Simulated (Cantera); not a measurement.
A Cantera script and its output.

```python
import numpy as np
import cantera as ct

gas = ct.Solution("gri30.yaml")
gas.TPX = 1950, 101325, {'NO': 1, 'N2': 0.31}
reactor = ct.IdealGasConstPressureReactor(gas, energy="off", clone=False)
net = ct.ReactorNet([reactor])
net.rtol, net.atol = 1e-08, 1e-18
show = ['NO', 'NO2', 'O', 'N2', 'O2', 'N2O']
times = np.geomspace(7e-05, 9, 9)

steps = ct.SolutionArray(gas, extra=["t"])
rows = []
print(f"{'t/s':>10s}{'T/K':>9s}{'P/Pa':>11s}" + "".join(f"{s:>11s}" for s in show))
for t in times:
    while net.time < t:
        t_next = net.step()
        steps.append(gas.state, t=t_next)
    rows.append([np.interp(t, steps.t, y) for y in (steps.T, steps.P, *steps(*show).X.T)])
    print(f"{t:10.3e}{rows[-1][0]:9.1f}{rows[-1][1]:11.4g}" + "".join(f"{x:11.3e}" for x in rows[-1][2:]))
rate = np.gradient(steps.T, steps.t)
print("integrator steps:", len(steps.t))
if steps.T.max() > steps.T[0] + 200:
    print(f"time of steepest temperature rise: {steps.t[rate.argmax()]:.4e} s")
gas.TPX = 1950, 101325, {'NO': 1, 'N2': 0.31}
gas.equilibrate("TP")
print(f"equilibrium (TP): T = {gas.T:.1f} K  " + "  ".join(f"{s} {gas[s].X[0]:.3e}" for s in show))
```

It prints:

```
       t/s      T/K       P/Pa         NO        NO2          O         N2         O2        N2O
 7.000e-05   1950.0  1.013e+05  7.633e-01  2.493e-05  9.739e-06  2.366e-01  5.744e-07  3.117e-05
 3.046e-04   1950.0  1.013e+05  7.630e-01  1.305e-04  2.578e-05  2.367e-01  1.396e-05  1.118e-04
 1.326e-03   1950.0  1.013e+05  7.619e-01  3.170e-04  5.180e-05  2.371e-01  3.605e-04  2.419e-04
 5.768e-03   1950.0  1.013e+05  7.573e-01  3.592e-04  5.819e-05  2.394e-01  2.601e-03  2.631e-04
 2.510e-02   1950.0  1.013e+05  7.378e-01  4.526e-04  7.320e-05  2.492e-01  1.231e-02  2.476e-04
 1.092e-01   1950.0  1.013e+05  6.594e-01  6.594e-04  1.147e-04  2.883e-01  5.132e-02  1.933e-04
 4.753e-01   1950.0  1.013e+05  4.254e-01  7.266e-04  1.902e-04  4.054e-01  1.682e-01  7.739e-05
 2.068e+00   1950.0  1.013e+05  1.161e-01  2.724e-04  2.576e-04  5.601e-01  3.232e-01  5.868e-06
 9.000e+00   1950.0  1.013e+05  1.490e-02  3.756e-05  2.760e-04  6.108e-01  3.740e-01  4.582e-07
integrator steps: 1169
equilibrium (TP): T = 1950.0 K  NO 7.906e-03  NO2 2.002e-05  O 2.772e-04  N2 6.143e-01  O2 3.775e-01  N2O 3.968e-07
```

Detailed kinetics in Cantera: GRI-Mech 3.0 (53 species, 325 reactions).
